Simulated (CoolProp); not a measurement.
Vapour-liquid equilibrium of R22 (1) + C3F8 (R218) (2) at 0.022 MPa; x and y are mole fractions of (1).

Values from CoolProp's multi-fluid Helmholtz-energy mixture model, Kamei 1995 and Lemmon 2006; pair parameters Bell 2016.

### Question
Give the bubble temperature and the first vapour's composition at x = 0.35, 0.5, 0.95. Is there an azeotrope?

### Answer
x = 0.35: -74.6 °C, y = 0.563; x = 0.5: -74.8 °C, y = 0.585; x = 0.95: -72.0 °C, y = 0.784. y crosses x between x = 0.575 and 0.65: the model has an azeotrope there.

Pair parameters are fitted to limited data, so mixtures are less certain than the pure fluids.
